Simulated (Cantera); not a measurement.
Input (Python, Cantera):

```python
import numpy as np
import cantera as ct

gas = ct.Solution("h2o2.yaml")
gas.TPX = 1025, 12000, {'H2': 0.9, 'O2': 1, 'N2': 0.59}
reactor = ct.IdealGasConstPressureReactor(gas, energy="off", clone=False)
net = ct.ReactorNet([reactor])
net.rtol, net.atol = 1e-08, 1e-18
show = ['H2', 'O2', 'O', 'H2O2', 'HO2']
times = np.geomspace(0.0003, 7, 15)

steps = ct.SolutionArray(gas, extra=["t"])
rows = []
print(f"{'t/s':>10s}{'T/K':>9s}{'P/Pa':>11s}" + "".join(f"{s:>11s}" for s in show))
for t in times:
    while net.time < t:
        t_next = net.step()
        steps.append(gas.state, t=t_next)
    rows.append([np.interp(t, steps.t, y) for y in (steps.T, steps.P, *steps(*show).X.T)])
    print(f"{t:10.3e}{rows[-1][0]:9.1f}{rows[-1][1]:11.4g}" + "".join(f"{x:11.3e}" for x in rows[-1][2:]))
rate = np.gradient(steps.T, steps.t)
print("integrator steps:", len(steps.t))
if steps.T.max() > steps.T[0] + 200:
    print(f"time of steepest temperature rise: {steps.t[rate.argmax()]:.4e} s")
gas.TPX = 1025, 12000, {'H2': 0.9, 'O2': 1, 'N2': 0.59}
gas.equilibrate("TP")
print(f"equilibrium (TP): T = {gas.T:.1f} K  " + "  ".join(f"{s} {gas[s].X[0]:.3e}" for s in show))
```

It prints:

```
       t/s      T/K       P/Pa         H2         O2          O       H2O2        HO2
 3.000e-04   1025.0    1.2e+04  3.612e-01  4.015e-01  2.730e-05  1.616e-08  1.092e-05
 6.153e-04   1025.0    1.2e+04  4.373e-02  2.792e-01  9.918e-03  8.500e-06  9.280e-05
 1.262e-03   1025.0    1.2e+04  5.513e-03  2.710e-01  6.011e-04  7.472e-06  6.587e-05
 2.589e-03   1025.0    1.2e+04  2.065e-03  2.702e-01  1.332e-04  5.038e-06  3.781e-05
 5.310e-03   1025.0    1.2e+04  8.446e-04  2.698e-01  4.138e-05  3.306e-06  2.068e-05
 1.089e-02   1025.0    1.2e+04  3.055e-04  2.697e-01  1.275e-05  1.686e-06  9.340e-06
 2.234e-02   1025.0    1.2e+04  8.726e-05  2.696e-01  3.605e-06  6.670e-07  3.136e-06
 4.583e-02   1025.0    1.2e+04  1.824e-05  2.696e-01  9.963e-07  2.668e-07  7.746e-07
 9.400e-02   1025.0    1.2e+04  2.739e-06  2.696e-01  3.067e-07  1.141e-07  1.653e-07
 1.928e-01   1025.0    1.2e+04  3.114e-07  2.696e-01  1.110e-07  4.950e-08  4.155e-08
 3.955e-01   1025.0    1.2e+04  4.325e-08  2.696e-01  4.566e-08  2.246e-08  1.500e-08
 8.112e-01   1025.0    1.2e+04  1.350e-08  2.696e-01  2.027e-08  1.063e-08  6.760e-09
 1.664e+00   1025.0    1.2e+04  5.789e-09  2.696e-01  9.386e-09  5.151e-09  3.439e-09
 3.413e+00   1025.0    1.2e+04  2.662e-09  2.696e-01  4.458e-09  2.529e-09  2.074e-09
 7.000e+00   1025.0    1.2e+04  1.298e-09  2.696e-01  2.171e-09  1.263e-09  1.624e-09
integrator steps: 1778
equilibrium (TP): T = 1025.0 K  H2 4.465e-10  O2 2.696e-01  O 4.979e-10  H2O2 3.054e-10  HO2 2.051e-09
```

Model: the H2/O2 subset of GRI-Mech 3.0, which has no nitrogen chemistry, integrated in Cantera. Radical loss at walls, strong at low pressure, is not modelled. The temperature is held fixed by assumption; the heat of reaction is taken as removed at once.
